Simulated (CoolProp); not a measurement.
A simple Rankine cycle with R141b: condensing at 309.15 K, boiler at 0.578 MPa, turbine inlet 499 K, turbine efficiency 0.75, pump efficiency 0.8, no recuperator. Each further row changes one setting.

Computed with CoolProp (reference Helmholtz-energy equation of state, Lemmon 2006). It is a short technical equation, of lower accuracy than the large ones.

| case | thermal efficiency (%) | net work (kJ/kg) | heat in (kJ/kg) | turbine exit temperature (K) | volume ratio over the turbine |
|---|---|---|---|---|---|
| as stated | 10.0 | 38.8 | 388 | 455.0 | 4.67 |
| condensing temperature 301.15 K | 11.4 | 45.2 | 398 | 447.9 | 6.11 |
| boiler pressure 0.405 MPa | 7.9 | 30.8 | 390 | 464.9 | 3.31 |
| turbine efficiency 0.65 | 8.6 | 33.5 | 388 | 460.5 | 4.73 |
